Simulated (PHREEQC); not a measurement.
## Reverse-osmosis permeate: an equilibrium model

Model water analysis in mmol/kgw, 90 °C, pH 5.75, pe 10.9: Na 0.143; K 0.0852; Ca 0.158; Mg 0.0428; Cl 0.146; S(6) 0.169; Alkalinity (meq/kgw) 0.143; N(5) 0.00628; F 0.00157; B 0.000274.

Valence states are taken as typed.

The numbers come from PHREEQC with the ion-association model, phreeqc.dat.

```
Quantity                         Value
--------------------  ----------------
ionic strength        0.000967 mol/kgw
specific conductance         217 µS/cm
charge-balance error            -0.4 %
```

```tsv
species	molality	activity	log γ
O2	0.0160	0.0160	0.000
CO2	0.000589	0.000589	0.000
SO4-2	0.000160	0.000136	-0.069
Ca+2	0.000153	0.000130	-0.069
Cl-	0.000146	0.000140	-0.018
HCO3-	0.000144	0.000139	-0.017
Na+	0.000143	0.000137	-0.017
K+	8.50e-5	8.16e-5	-0.018
Mg+2	3.85e-5	3.29e-5	-0.069
NO3-	6.28e-6	6.03e-6	-0.018
CaSO4	4.71e-6	4.71e-6	0.000
MgSO4	4.15e-6	4.15e-6	0.000
```

Precipitation was switched off in this run. Constants without temperature data keep their 25 °C values here. Real BF4- forms and hydrolyses slowly; the run takes it at equilibrium.
